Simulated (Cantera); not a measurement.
Input: 1 mol SiCl4, 0.54 mol N2O, 8 mol N2, 0.84 mol O2, equilibrated at 3.38 Torr.

Cantera equilibrium calculation (NASA polynomials, part measured and part estimated; ideal gas, pure solids and liquids). Candidate condensed phases: Si, SiO2, Si2N2O, Si3N4; 23 gas species. The tables hold silica as quartz up to 1696 K and as liquid above; real silica turns to tridymite and cristobalite and melts near 1996 K. Rates play no part.

log p: log10 of the partial pressure in bar; n: condensed amount in mol.

| T (K) | log p N2 | log p Cl | log p Cl2 | log p O2 | log p NO | n SiO2(β-quartz) | n SiO2(condensed) |
|---|---|---|---|---|---|---|---|
| 925 | -2.44 | -5.47 | -3.07 | -4.33 | -7.89 | 1.00 | 0 |
| 1000 | -2.44 | -4.95 | -3.08 | -4.33 | -7.50 | 1.00 | 0 |
| 1075 | -2.44 | -4.50 | -3.08 | -4.33 | -7.17 | 1.00 | 0 |
| 1150 | -2.45 | -4.11 | -3.10 | -4.34 | -6.88 | 1.00 | 0 |
| 1225 | -2.45 | -3.78 | -3.13 | -4.34 | -6.63 | 1.00 | 0 |
| 1300 | -2.46 | -3.50 | -3.18 | -4.35 | -6.42 | 1.000 | 0 |
| 1375 | -2.47 | -3.27 | -3.28 | -4.36 | -6.23 | 1.000 | 0 |
| 1450 | -2.48 | -3.10 | -3.43 | -4.38 | -6.06 | 1.000 | 0 |
| 1525 | -2.50 | -2.98 | -3.64 | -4.39 | -5.91 | 1.000 | 0 |
| 1600 | -2.51 | -2.91 | -3.91 | -4.41 | -5.78 | 1.000 | 0 |
| 1675 | -2.51 | -2.88 | ___ | -4.42 | ___ | 1.000 | 0 |
| 1750 | -2.51 | -2.86 | -4.51 | -4.42 | -5.54 | 0 | 1.000 |
| 1825 | -2.52 | -2.85 | ___ | -4.43 | ___ | 0 | 1.000 |
| 1900 | -2.52 | -2.85 | -5.09 | -4.44 | -5.33 | 0 | 0.999 |

### Question
What belongs in the gaps?

### Answer

- 1675, log p Cl2: -4.21
- 1675, log p NO: -5.65
- 1825, log p Cl2: -4.81
- 1825, log p NO: -5.43
